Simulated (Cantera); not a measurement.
What does this Cantera script print?

```python
import numpy as np
import cantera as ct

gas_names = """
    B BH BH2 BH3 BN BO BO2 B2 B2O B2O2 B2O3 B3O3H3 H HBO HBO2 HNO HNO2 HNO3 HO2 H2 H2O H2O2 H3B3O6 N NH
    NH2 NH3 NH2OH NO NO2 NO3 N2 N2H2 N2H4 N2O O OH O2 O3
""".split()
cond_names = """
    B(b) B(L) BN(s) B2O3(L) B3O3H3(cr) H2O(s) H2O(L)
""".split()


# ... load() reads the species with a 1 bar reference pressure and builds the phases ...
atoms = {
    'borazine': {'B': 3, 'N': 3, 'H': 6},
    'O2': {'O': 2},
    'H2': {'H': 2},
}
top_T = {'BN(s)': 3200}  # K; cautious upper limits of use, not melting points


# ... equilibrate(T, P, feed) seeds the gas with the atoms and calls Mixture.equilibrate('TP', solver="vcs", rtol=1e-11, max_steps=5000) ...
results = []
feed = {'borazine': 1, 'O2': 0.64, 'H2': 32}  # mol
P = 133.322  # Pa
for T in [1048, 1098, 1148, 1198, 1248, 1298, 1348, 1398, 1448, 1498, 1548, 1598, 1648]:
    mix = equilibrate(T, P, feed)
    results.append((T, P, feed, dict(zip(mix.species_names, mix.species_moles))))

top = {s: max(r[3][s] / sum(r[3][g] for g in gas_names) for r in results) for s in gas_names}
cols = sorted((s for s in top if top[s] > 0.0001), key=lambda s: -top[s])[:6]
seen = [c for c in cond_names if any(r[3].get(c, 0) > 1e-12 for r in results)]
print("log10 of partial pressures in bar; condensed amounts in mol")
print(f"{'T/K':>10s}" + "".join(f"{s[:9]:>10s}" for s in cols + seen))
for T, P, feed, n in results:
    ng = sum(n[g] for g in gas_names)
    print(f"{T:10.4g}" + "".join(f"{np.log10(max(n[s] / ng * P / 1e5, 1e-99)):10.3f}" for s in cols)
          + "".join(f"{n.get(c, 0):10.4g}" for c in seen))
```

Output:

```
log10 of partial pressures in bar; condensed amounts in mol
       T/K        H2       HBO        N2      HBO2      B2O3      B2O2     BN(s)   B2O3(L)
      1048    -2.880    -8.812    -4.797    -7.416   -10.524   -13.099     2.153    0.4232
      1098    -2.880    -8.149    -4.798    -7.028    -9.626   -11.891     2.153    0.4222
      1148    -2.880    -7.545    -4.798    -6.677    -8.810   -10.791     2.154      0.42
      1198    -2.881    -6.993    -4.799    -6.357    -8.065    -9.786     2.155    0.4151
      1248    -2.881    -6.487    -4.800    -6.065    -7.382    -8.863     2.156    0.4048
      1298    -2.881    -6.021    -4.800    -5.798    -6.754    -8.013     2.157    0.3826
      1348    -2.882    -5.592    -4.798    -5.551    -6.175    -7.229     2.153    0.3327
      1398    -2.885    -5.196    -4.789    -5.324    -5.640    -6.506     2.131    0.2158
      1448    -2.890    -4.864    -4.761    -5.172    -5.235    -5.902     2.065         0
      1498    -2.892    -4.712    -4.722    -5.342    -5.330    -5.658     1.974         0
      1548    -2.894    -4.599    -4.686    -5.559    -5.504    -5.487     1.882         0
      1598    -2.896    -4.526    -4.659    -5.830    -5.768    -5.391     1.808         0
      1648    -2.897    -4.485    -4.643    -6.146    -6.106    -5.359     1.762         0
```

Cantera equilibrium calculation (NASA polynomials, part measured and part estimated; ideal gas, pure solids and liquids). The feed counts by its element totals alone. Mutual solubility and eutectic melting of coexisting phases are not modelled.
